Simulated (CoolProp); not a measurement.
Aqueous ethylene glycol as a coolant, 36 % by mass, freezing at -19.8 °C, 1 atm.

Model: Melinder's fits for secondary coolants, in CoolProp.

```csv
T (°C),viscosity (mPa s),density (kg/m³),Prandtl number,conductivity (W/(m K))
-16.6,10.9,1059,91.7,0.410
-9.5,7.74,…,…,0.416
-2.5,5.70,1055,47.5,0.422
4.6,4.30,1053,35.6,0.428
11.6,…,1050,27.4,…
18.6,2.65,1047,21.7,0.440
25.7,2.14,1044,17.4,0.445
32.7,1.77,1040,14.3,0.451
39.8,1.49,1036,12.0,0.457
```

Task: What belongs in the gaps?

Result: 
- -9.5, density (kg/m³): 1057
- -9.5, Prandtl number: 64.9
- 11.6, viscosity (mPa s): 3.34
- 11.6, conductivity (W/(m K)): 0.434
